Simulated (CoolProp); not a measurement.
Isohexane along the isotherm 148.75 °C: Z from the reference equation and from simpler models built on Tc = 224.6 °C, pc = 3.043 MPa, ω = 0.280; each cubic takes its own stable root.

Values from CoolProp's reference Helmholtz-energy equation of state, Lemmon 2006. It is a short technical equation, of lower accuracy than the large ones.

```
p (MPa)   phase  reference  Redlich-Kwong  Soave-Redlich-Kwong  Peng-Robinson
-------  ------  ---------  -------------  -------------------  -------------
0.543       gas     0.8783         0.8945               0.8861         0.8783
1.09     liquid    0.05219         0.7601              0.05934        0.05229
1.63     liquid    0.07763        0.09282              0.08782        0.07746
2.17     liquid     0.1028         0.1219               0.1158         0.1022
2.72     liquid     0.1283         0.1509               0.1438         0.1271
3.26     liquid     0.1531         0.1788               0.1710         0.1512
3.8      liquid     0.1777         0.2063               0.1977         0.1750
4.35     liquid     0.2026         0.2339               0.2247         0.1989
4.89     liquid     0.2269         0.2606               0.2508         0.2222
5.43     liquid     0.2510         0.2870               0.2767         0.2453
5.98     liquid     0.2754         0.3136               0.3029         0.2686
6.52     liquid     0.2993         0.3394               0.3283         0.2912
7.06     liquid     0.3230         0.3650               0.3535         0.3137
7.61     liquid     0.3470         0.3908               0.3790         0.3365
```

At some of these states Redlich-Kwong gives the other phase, because its saturation line lies elsewhere.
